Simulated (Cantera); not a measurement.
Input: 1 mol B2O3, 37 mol H2, 10 mol N2, 0.61 mol NH3, equilibrated at 13.3 mbar.

Points: T (K) = 773, 848, 923, 998, 1073, 1148, 1223, 1298, 1373, 1448, 1523, 1598, 1673, 1748.

Cantera's Mixture.equilibrate('TP', solver="vcs", rtol=1e-11, max_steps=5000) on the NASA tables stopped like this:

```
ERROR: FAILURE its = 5001!

*******************************************************************************
CanteraError thrown by MultiPhase::equilibrate:
VCS solver failed. Return code: -1
*******************************************************************************
```

What got this run through?

One answer among several that fit: The failure is numerical, not chemical. The same input converged with solver="gibbs", rtol=1e-10, max_steps=50000, and the result passed a check of the equilibrium conditions:
```
log10 of partial pressures in bar; condensed amounts in mol
       T/K        H2        N2       HBO      HBO2      B2O3         H       H2O      B2O2        BO     BN(s)   B2O3(L)
       773    -1.980    -2.546   -13.966    -9.703   -17.648   -13.032    -4.824   -23.369   -22.834   0.03617    0.9819
       848    -1.980    -2.546   -12.195    -8.639   -15.227   -11.711    -4.824   -20.145   -19.869   0.03613    0.9819
       923    -1.980    -2.546   -10.718    -7.759   -13.215   -10.602    -4.831   -17.457   -17.393   0.03559    0.9822
       998    -1.980    -2.546    -9.468    -7.021   -11.517    -9.657    -4.842   -15.181   -15.296   0.03483    0.9824
      1073    -1.980    -2.546    -8.397    -6.392   -10.064    -8.844    -4.854   -13.231   -13.496    0.0342    0.9822
      1148    -1.980    -2.546    -7.470    -5.851    -8.810    -8.135    -4.868   -11.542   -11.936    0.0343    0.9802
      1223    -1.980    -2.546    -6.660    -5.382    -7.716    -7.512    -4.883   -10.066   -10.571   0.03629    0.9739
      1298    -1.980    -2.546    -5.947    -4.971    -6.754    -6.960    -4.898    -8.765    -9.368   0.04198     0.957
      1373    -1.981    -2.547    -5.313    -4.609    -5.902    -6.468    -4.914    -7.610    -8.298   0.05314    0.9155
      1448    -1.983    -2.548    -4.748    -4.288    -5.143    -6.027    -4.931    -6.578    -7.342    0.0683     0.813
      1523    -1.987    -2.550    -4.242    -4.003    -4.463    -5.630    -4.950    -5.651    -6.483   0.07241    0.5439
      1598    -1.995    -2.554    -3.835    -3.817    -3.965    -5.272    -4.993    -4.910    -5.754         0         0
      1673    -1.996    -2.554    -3.800    -3.801    -4.007    -4.942    -4.843    -4.913    -5.430         0         0
      1748    -1.997    -2.555    -3.770    -3.791    -4.051    -4.640    -4.708    -4.920    -5.136         0         0
```

The gas is ideal and each condensed phase is pure. Mutual solubility and eutectic melting of coexisting phases are not modelled.
